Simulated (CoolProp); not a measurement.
Model: reference Helmholtz-energy equation of state, Akasaka 2024, in CoolProp.

Q: For R1132(E), give the phase and the density (kg/m³), speed of sound (m/s), Joule-Thomson coefficient (K/MPa) at 41.15 °C and 4.33 MPa.

A: 
- 41.15 °C and 4.33 MPa: liquid; density 868, speed of sound 437, Joule-Thomson coefficient 0.394
